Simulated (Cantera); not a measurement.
Charge: 1 mol Si₂Cl₆, 290 mol H₂, at 1675 K and 22.0 mbar.

Method: chemical equilibrium by Gibbs-energy minimisation in Cantera with the NASA 1993 tables (ideal gas, pure condensed phases). Candidate condensed phases: Si; 19 gas species. The feed counts by its element totals alone. The tables' values for SiCl are old estimates; treat these amounts as uncertain. Gases not in the tables: Si₂H₆ and higher silanes. Kinetics and transport are ignored.

Base state: H₂ 0.980, HCl 0.0180, SiCl₂ 0.00120, H 0.000775, Si 1.97e-5, Cl 1.11e-5, SiH₂ 1.10e-5, SiCl 1.02e-5 (mole fractions); condensed: Si(s).

Task: What changes in the equilibrium state with this change: temperature from 1675 K to 973.15 K?

Result: 
```csv
species,before,after
H₂,0.980,0.988
HCl,0.0180,0.00910
SiCl₄,1.52e-8,0.00184
H,0.000775,7.27e-9
Si,1.97e-5,<1e-9
Cl,1.11e-5,<1e-9
SiH₂,1.10e-5,<1e-9
SiCl,1.02e-5,<1e-9
"Si(s), mol",1.63,1.05
```
The tables' values for SiCl₃ are old estimates; treat these amounts as uncertain.

Task: What changes in the equilibrium state with this change: temperature from 1675 K to 1275 K?

Result: 
| species | before | after |
|---|---|---|
| H₂ | 0.980 | 0.981 |
| HCl | 0.0180 | 0.0185 |
| SiCl₂ | 0.00120 | 0.000902 |
| H | 0.000775 | 4.92e-6 |
| Si | 1.97e-5 | <1e-9 |
| SiCl | 1.02e-5 | 1.68e-8 |
| Si(s), mol | 1.63 | 1.72 |
The tables' values for SiCl₃ are old estimates; treat these amounts as uncertain.
